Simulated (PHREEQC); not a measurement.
## Reverse-osmosis permeate (model solution)

A made-up water analysis in mg/L, 17 °C, pH 6.4, pe 9.5:

| constituent | mg/L |
|---|---|
| Na | 0.305 |
| K | 3.17 |
| Ca | 1.38 |
| Mg | 0.0383 |
| Cl | 0.505 |
| S(6) as SO4 | 2.02 |
| Alkalinity as HCO3 | 6.39 |
| Cd | 0.00604 |

Valence states are taken as typed.

Equilibrium calculation in PHREEQC: ion-association model, phreeqc.dat.

```
Item                            Result
--------------------  ----------------
ionic strength        0.000221 mol/kgw
charge-balance error             1.7 %
```

| species | molality | activity | log γ |
|---|---|---|---|
| HCO3- | 0.000105 | 0.000103 | -0.007 |
| CO2 | 0.000104 | 0.000104 | 0.000 |
| K+ | 8.11e-5 | 7.97e-5 | -0.007 |
| Ca+2 | 3.43e-5 | 3.21e-5 | -0.029 |
| SO4-2 | 2.09e-5 | 1.96e-5 | -0.029 |
| Cl- | 1.42e-5 | 1.40e-5 | -0.007 |
| Na+ | 1.33e-5 | 1.30e-5 | -0.007 |

This is a speciation only: nothing precipitates in the calculation. Species that the database lacks are ignored.
